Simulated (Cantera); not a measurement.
Input (Python, Cantera) and output of one run.

```python
import numpy as np
import cantera as ct

gas_names = """
    B BH BH2 BH3 BN B2 H H2 N NH NH2 NH3 N2 N2H2 N2H4
""".split()
cond_names = """
    B(b) B(L) BN(s)
""".split()


def load(file, names, dense=False):
    # The tables refer to 1 bar. Condensed volumes are neglected.
    table = {s.name: s for s in ct.Species.list_from_file(file)}
    out = []
    for n in names:
        d = dict(table[n].input_data)
        d["thermo"] = dict(d["thermo"], **{"reference-pressure": 1e5})
        if dense:
            d["equation-of-state"] = {"model": "constant-volume", "density": "1e6 g/cm^3"}
        out.append(ct.Species.from_dict(d))
    return out


gas = ct.Solution(thermo="ideal-gas", species=load("nasa_gas.yaml", gas_names))
cond = {s.name: ct.Solution(thermo="fixed-stoichiometry", species=[s], name=s.name)
        for s in load("nasa_condensed.yaml", cond_names, dense=True)}
atoms = {
    'borazine': {'B': 3, 'N': 3, 'H': 6},
    'N2': {'N': 2},
    'NH3': {'N': 1, 'H': 3},
}
top_T = {'BN(s)': 3200}  # K; cautious upper limits of use, not melting points


def equilibrate(T, P, feed):
    n = {}
    for name, mol in feed.items():
        for a, k in atoms[name].items():
            n[a] = n.get(a, 0.0) + k * mol
    gas.TPX = T, P, n
    mass = sum(n.values()) * gas.mean_molecular_weight
    gas.equilibrate("TP")
    valid = [c for c in cond.values() if c.min_temp <= T <= top_T.get(c.name, c.max_temp)]
    mix = ct.Mixture([(gas, mass / gas.mean_molecular_weight)] + [(c, 0.0) for c in valid])
    mix.T, mix.P = T, P
    mix.equilibrate("TP", solver="vcs", rtol=1e-11, max_steps=5000)
    return mix


results = []
feed = {'borazine': 1, 'N2': 1.3, 'NH3': 1.2}  # mol
P = 26000  # Pa
for T in [1198, 1348, 1498, 1648, 1798, 1948, 2098, 2248, 2398]:
    mix = equilibrate(T, P, feed)
    results.append((T, P, feed, dict(zip(mix.species_names, mix.species_moles))))

top = {s: max(r[3][s] / sum(r[3][g] for g in gas_names) for r in results) for s in gas_names}
cols = sorted((s for s in top if top[s] > 1e-06), key=lambda s: -top[s])[:7]
seen = [c for c in cond_names if any(r[3].get(c, 0) > 1e-12 for r in results)]
print("log10 of partial pressures in bar; condensed amounts in mol")
print(f"{'T/K':>10s}" + "".join(f"{s[:9]:>10s}" for s in cols + seen))
for T, P, feed, n in results:
    ng = sum(n[g] for g in gas_names)
    print(f"{T:10.4g}" + "".join(f"{np.log10(max(n[s] / ng * P / 1e5, 1e-99)):10.3f}" for s in cols)
          + "".join(f"{n.get(c, 0):10.4g}" for c in seen))
```

It prints:

```
log10 of partial pressures in bar; condensed amounts in mol
       T/K        H2        N2         H       BH2         B        BH       NH3     BN(s)
      1198    -0.730    -1.132    -7.086   -13.203   -22.378   -20.256    -5.376         3
      1348    -0.730    -1.132    -6.001   -11.043   -18.451   -16.917    -5.648         3
      1498    -0.730    -1.132    -5.130    -9.321   -15.316   -14.254    -5.866         3
      1648    -0.730    -1.132    -4.415    -7.916   -12.757   -12.082    -6.045         3
      1798    -0.730    -1.132    -3.818    -6.749   -10.629   -10.276    -6.195         3
      1948    -0.731    -1.133    -3.312    -5.765    -8.833    -8.753    -6.321         3
      2098    -0.733    -1.133    -2.878    -4.925    -7.296    -7.451    -6.430         3
      2248    -0.736    -1.135    -2.502    -4.201    -5.966    -6.327    -6.528     2.998
      2398    -0.744    -1.137    -2.175    -3.573    -4.805    -5.347    -6.621     2.992
```

These are equilibrium values from Cantera (NASA tables, ideal gas, pure condensed phases), not measurements of a reactor. The feed counts by its element totals alone. The tables' values for BH2 are old estimates; treat these amounts as uncertain. Gases not in the tables: B2H6 and higher boranes.
